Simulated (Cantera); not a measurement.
Input: 1 mol Fe2O3, 4.7 mol C, 0.87 mol H2, equilibrated at 0.000160 bar.

These are equilibrium values from Cantera (NASA tables, ideal gas, pure condensed phases), not measurements of a reactor. Candidate condensed phases: C, C6H6, C7H8, C8H18, Fe, Fe(CO)5, FeO, Fe(OH)2, Fe(OH)3, Fe2O3, Fe3O4, H2O; 114 gas species. Kinetics and transport are ignored.

At 2200 °C, list the 6 most abundant gas species with their mole fractions, and the condensed phases.

CO 0.451, Fe 0.301, H 0.228, H2 0.0167, C3 0.00203, C 0.000715. Condensed: C(graphite).
